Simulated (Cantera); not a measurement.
Input: 1 mol MgCO3, 1.7 mol O2, 7.4 mol N2, 0.7 mol SO2, equilibrated at 1 atm.

Method: chemical equilibrium by Gibbs-energy minimisation in Cantera with the NASA 1993 tables (ideal gas, pure condensed phases). Candidate condensed phases: C, Mg, MgCO3, MgO, MgS, MgSO4, S; 40 gas species. Equilibrium is a limit: real reactors are often held back by kinetics, nucleation or transport. All values below are at 1152 °C.

Base state: N2 0.685, O2 0.156, CO2 0.0927, SO2 0.0634, SO3 0.00141, NO 0.000670 (mole fractions); condensed: MgO(s).

What changes in the equilibrium state with this change: MgCO3 replaced by MgO?


```
species        before     after
-----------  --------  --------
N2              0.685     0.755
O2              0.156     0.172
SO2            0.0634    0.0699
CO2            0.0927         0
SO3           0.00141   0.00163
NO           0.000670  0.000738
MgO(s), mol      1.00      1.00
```
